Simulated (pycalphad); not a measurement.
## Effect of Sn content in Si-Sn

Computed with pycalphad from the COST 507 light-alloy database (1999), at 1 atm. The data set is of 1999 and partly superseded. Phase fractions are per mole of atoms.

```tsv
alloy	liquidus (°C)	first solid	solidus (°C)	phases at 477 °C
Si-5.079Sn (wt.%)	…	DIAMOND_A4	232	…
Si-14.14Sn (wt.%)	1399	DIAMOND_A4	232	DIAMOND_A4 0.96, LIQUID 0.04
Si-18.2Sn (wt.%)	1394	DIAMOND_A4	232	DIAMOND_A4 0.95, LIQUID 0.05
Si-25.52Sn (wt.%)	1387	DIAMOND_A4	232	DIAMOND_A4 0.92, LIQUID 0.08
```

Q: Some entries are withheld; supply them.

A: 
- Si-5.079Sn (wt.%), liquidus (°C): 1408
- Si-5.079Sn (wt.%), phases at 477 °C: DIAMOND_A4 0.99, LIQUID 0.01

DIAMOND_A4 is diamond (Si).
